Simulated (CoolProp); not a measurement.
Vapour-liquid equilibrium of n-pentane (1) + benzene (2) at 49.05 °C; x and y are mole fractions of (1).

Model: multi-fluid Helmholtz-energy mixture model, Thol 2019 and Thol 2012; pair parameters Bell 2016, in CoolProp.

| x | bubble pressure, mixture model (bar) | bubble pressure, Raoult's law (bar) | y, mixture model | y, Raoult's law |
|---|---|---|---|---|
| 0.05 | 0.4643 | 0.4090 | 0.280 | 0.189 |
| 0.125 | 0.6091 | 0.4988 | 0.487 | 0.388 |
| 0.2 | 0.7289 | 0.5887 | 0.599 | 0.525 |
| 0.275 | 0.8308 | 0.6785 | 0.672 | 0.627 |
| 0.35 | 0.9202 | 0.7683 | 0.725 | 0.705 |
| 0.425 | … | 0.8581 | 0.767 | 0.766 |
| 0.5 | … | 0.9479 | … | 0.816 |
| 0.575 | … | 1.038 | 0.835 | 0.857 |
| 0.65 | 1.217 | 1.128 | … | 0.892 |
| 0.725 | 1.286 | 1.217 | 0.894 | 0.921 |
| 0.8 | … | 1.307 | … | 0.947 |
| 0.875 | 1.426 | 1.397 | 0.951 | 0.969 |
| 0.95 | … | 1.487 | 0.980 | 0.988 |

Question: Fill in the missing entries.

Answer: 
- 0.425, bubble pressure, mixture model (bar): 1.001
- 0.5, bubble pressure, mixture model (bar): 1.076
- 0.5, y, mixture model: 0.803
- 0.575, bubble pressure, mixture model (bar): 1.148
- 0.65, y, mixture model: 0.865
- 0.8, bubble pressure, mixture model (bar): 1.356
- 0.8, y, mixture model: 0.922
- 0.95, bubble pressure, mixture model (bar): 1.498

The largest gap from Raoult's law is +23.8 % in bubble pressure, at x = 0.2. No azeotrope shows between x = 0.05 and 0.95.

The pair parameters rest on a limited set of measurements; away from them the model extrapolates.
